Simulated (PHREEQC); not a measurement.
Copper plating or etch bath: an equilibrium model

Consider water at 20 °C with 0.0044 mol CuCl2 and 0.016 mol Na2SO4 per kg of water. Closed to the air; pH follows from the charge balance.

Computed with PHREEQC (ion-association model, wateq4f.dat).

```yaml
pH: 5.24
ionic_strength: 0.0529 mol/kgw
```

```csv
species,molality,activity,log γ
Na+,0.0311,0.0255,-0.085
SO4-2,0.0135,0.00616,-0.340
Cl-,0.00878,0.00711,-0.091
Cu+2,0.00277,0.00133,-0.320
CuSO4,0.00159,0.00161,0.005
NaSO4-,0.000923,0.000763,-0.083
CuCl+,2.43e-5,1.98e-5,-0.089
H+,6.79e-6,5.79e-6,-0.069
HSO4-,3.80e-6,3.11e-6,-0.087
Cu2(OH)2+2,3.07e-6,1.39e-6,-0.346
CuOH+,2.81e-6,2.29e-6,-0.089
Cu(OH)2,8.16e-7,8.26e-7,0.005
CuCl2,7.07e-8,7.16e-8,0.005
```

This is a speciation only: nothing precipitates in the calculation. Saturation is exceeded, for instance for Antlerite, Brochantite; the values hold only as long as no solid forms.
